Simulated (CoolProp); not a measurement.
Properties of p-xylene along the isotherm 620 K.

Model: reference Helmholtz-energy equation of state, Zhou 2012, in CoolProp.

```json
[
 {"p (bar)": "1.18", "phase": "gas", "Z": "0.9875", "cp (kJ/(kg K))": "2.255", "cv (kJ/(kg K))": "2.172", "viscosity (µPa s)": "13.2", "conductivity (mW/(m K))": "44.2"},
 {"p (bar)": "2.35", "phase": "gas", "Z": "0.9750", "cp (kJ/(kg K))": "2.263", "cv (kJ/(kg K))": "2.176", "viscosity (µPa s)": "13.2", "conductivity (mW/(m K))": "44.2"},
 {"p (bar)": "3.53", "phase": "gas", "Z": "0.9622", "cp (kJ/(kg K))": "2.272", "cv (kJ/(kg K))": "2.179", "viscosity (µPa s)": "13.2", "conductivity (mW/(m K))": "44.3"},
 {"p (bar)": "4.71", "phase": "gas", "Z": "0.9493", "cp (kJ/(kg K))": "2.281", "cv (kJ/(kg K))": "2.183", "viscosity (µPa s)": "13.3", "conductivity (mW/(m K))": "44.4"},
 {"p (bar)": "5.89", "phase": "gas", "Z": "0.9362", "cp (kJ/(kg K))": "2.291", "cv (kJ/(kg K))": "2.186", "viscosity (µPa s)": "13.3", "conductivity (mW/(m K))": "44.5"},
 {"p (bar)": "7.06", "phase": "gas", "Z": "0.9230", "cp (kJ/(kg K))": "2.302", "cv (kJ/(kg K))": "2.190", "viscosity (µPa s)": "13.3", "conductivity (mW/(m K))": "44.6"},
 {"p (bar)": "8.24", "phase": "gas", "Z": "0.9095", "cp (kJ/(kg K))": "2.313", "cv (kJ/(kg K))": "2.194", "viscosity (µPa s)": "13.4", "conductivity (mW/(m K))": "44.7"},
 {"p (bar)": "9.42", "phase": "gas", "Z": "0.8958", "cp (kJ/(kg K))": "2.326", "cv (kJ/(kg K))": "2.199", "viscosity (µPa s)": "13.5", "conductivity (mW/(m K))": "44.8"},
 {"p (bar)": "10.6", "phase": "gas", "Z": "0.8818", "cp (kJ/(kg K))": "2.340", "cv (kJ/(kg K))": "2.203", "viscosity (µPa s)": "13.5", "conductivity (mW/(m K))": "45.0"},
 {"p (bar)": "11.8", "phase": "gas", "Z": "0.8673", "cp (kJ/(kg K))": "2.355", "cv (kJ/(kg K))": "2.208", "viscosity (µPa s)": "13.6", "conductivity (mW/(m K))": "45.1"},
 {"p (bar)": "12.9", "phase": "gas", "Z": "0.8538", "cp (kJ/(kg K))": "2.370", "cv (kJ/(kg K))": "2.213", "viscosity (µPa s)": "13.7", "conductivity (mW/(m K))": "45.3"},
 {"p (bar)": "14.1", "phase": "gas", "Z": "0.8388", "cp (kJ/(kg K))": "2.388", "cv (kJ/(kg K))": "2.218", "viscosity (µPa s)": "13.7", "conductivity (mW/(m K))": "45.5"},
 {"p (bar)": "15.3", "phase": "gas", "Z": "0.8234", "cp (kJ/(kg K))": "2.408", "cv (kJ/(kg K))": "2.224", "viscosity (µPa s)": "13.8", "conductivity (mW/(m K))": "45.7"},
 {"p (bar)": "16.5", "phase": "gas", "Z": "0.8076", "cp (kJ/(kg K))": "2.431", "cv (kJ/(kg K))": "2.230", "viscosity (µPa s)": "13.9", "conductivity (mW/(m K))": "46.0"},
 {"p (bar)": "17.7", "phase": "gas", "Z": "0.7914", "cp (kJ/(kg K))": "2.456", "cv (kJ/(kg K))": "2.237", "viscosity (µPa s)": "14.0", "conductivity (mW/(m K))": "46.3"}
]
```

Viscosity comes from a separate model (Balogun 2015). Thermal conductivity comes from a separate model (Mylona 2014).
